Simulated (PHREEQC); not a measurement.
Synthetic water in mmol/kgw, 25 °C, pH 7.27, pe 0.4: Na 1.06; K 0.748; Ca 2.64; Mg 2.4; Cl 1.2; S(6) 3.82; Alkalinity (meq/kgw) 3.52; Br 0.00466; Li 0.00258.

Valence states are taken as typed.

Computed with PHREEQC (ion-association model, wateq4f.dat).

```
Item                           Value
--------------------  --------------
ionic strength        0.0171 mol/kgw
charge-balance error          -2.3 %
```

```
species  molality  activity   log γ
-------  --------  --------  ------
HCO3-     0.00339   0.00299  -0.054
SO4-2     0.00289   0.00174  -0.220
Ca+2      0.00213   0.00129  -0.217
Mg+2      0.00188   0.00115  -0.212
Cl-       0.00120   0.00105  -0.058
Na+       0.00105  0.000923  -0.056
K+       0.000739  0.000647  -0.058
MgSO4    0.000469  0.000471   0.002
CaSO4    0.000447  0.000449   0.002
CO2      0.000360  0.000362   0.002
CaHCO3+   5.58e-5   4.94e-5  -0.053
MgHCO3+   4.61e-5   4.05e-5  -0.057
```

This is a speciation only: nothing precipitates in the calculation.
